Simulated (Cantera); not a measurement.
A perfectly stirred reactor is fed with NH3 : N2 = 1 : 6.4 (molar parts), at 10.00 Torr; it is held at 2025 K, and followed from long to short residence time.

Model: the gas-phase N/H chemistry of the illustrative SiF4/NH3 mechanism in the Surface Chemkin manual (1991), integrated in Cantera. Walls and surfaces, which speed up NH3 decomposition in real reactors, are not modelled.

Task: What does this change do: pressure from 10.00 Torr to 70.5 Torr?

Result: 
```tsv
quantity	before	after
x(NH3) at τ = 0.970 s	0.0637	0.0274
x(H) at τ = 0.970 s	0.000175	0.000262
x(N2H2) at τ = 0.970 s	8.58e-7	1.75e-7
x(NH) at τ = 0.970 s	1.63e-5	8.12e-6
x(N2H4) at τ = 0.970 s	5.94e-10	7.74e-10
x(NH3) at τ = 13.0 ms	0.134	0.128
x(H) at τ = 13.0 ms	3.26e-6	1.55e-5
x(N2H2) at τ = 13.0 ms	7.42e-7	1.05e-6
x(NH) at τ = 13.0 ms	4.87e-6	8.59e-6
x(N2H4) at τ = 13.0 ms	1.44e-9	1.09e-8
```

Task: What does this change do: temperature 2025 to 2223 K?

Result: 
```csv
quantity,before,after
x(NH3) at τ = 0.970 s,0.0637,0.0224
x(H) at τ = 0.970 s,0.000175,0.000670
x(N2H2) at τ = 0.970 s,8.58e-7,4.23e-7
x(NH) at τ = 0.970 s,1.63e-5,3.03e-5
x(N2H4) at τ = 0.970 s,5.94e-10,1.18e-10
x(NH3) at τ = 13.0 ms,0.134,0.126
x(H) at τ = 13.0 ms,3.26e-6,4.99e-5
x(N2H2) at τ = 13.0 ms,7.42e-7,2.95e-6
x(NH) at τ = 13.0 ms,4.87e-6,3.20e-5
x(N2H4) at τ = 13.0 ms,1.44e-9,2.52e-9
```
